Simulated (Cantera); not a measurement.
## Thermal oxidation and active oxidation of silicon: Si + N2O + H2

A closed system holds: 1 mol Si, 0.15 mol N2O, 83 mol H2, at 1400 °C.

Cantera equilibrium calculation (NASA polynomials, part measured and part estimated; ideal gas, pure solids and liquids). Candidate condensed phases: H2O, Si, SiO2, Si2N2O, Si3N4; 35 gas species. Mutual solubility and eutectic melting of coexisting phases are not modelled. Gases not in the tables: Si2H6 and higher silanes. The numbers say what is thermodynamically allowed, not how fast it happens.

```
P (Pa)    x H2       x H      x Si      x N2     x SiO  n Si(s)  n Si2N2O(s)
-------  -----  --------  --------  --------  --------  -------  -----------
0.100    0.880     0.107   0.00954   0.00169   0.00169        0            0
1        0.951    0.0352   0.00985   0.00175   0.00175        0            0
10       0.981    0.0113   0.00419   0.00178   0.00178    0.487            0
100      0.992   0.00359  0.000419   0.00180   0.00180    0.812            0
1000     0.995   0.00114   4.19e-5   0.00180   0.00180    0.845            0
10000    0.996  0.000360   4.19e-6   0.00180   0.00180    0.849            0
100000   0.999  0.000114   4.19e-7  0.000193  0.000193    0.715        0.134
1000000  1.000   3.61e-5   4.19e-8   1.91e-5   1.95e-5    0.700        0.148
```
x: gas mole fraction; n: condensed amount in mol.

From 0.100 Pa to 1.00 Pa nothing is condensed. From 10.0 Pa to 0.100 bar the condensed part is Si(s). From 1.00 bar to 10.0 bar the condensed part is Si(s) + Si2N2O(s). The main Si-bearing gas is Si at 0.100 Pa and SiO at 10.0 bar.
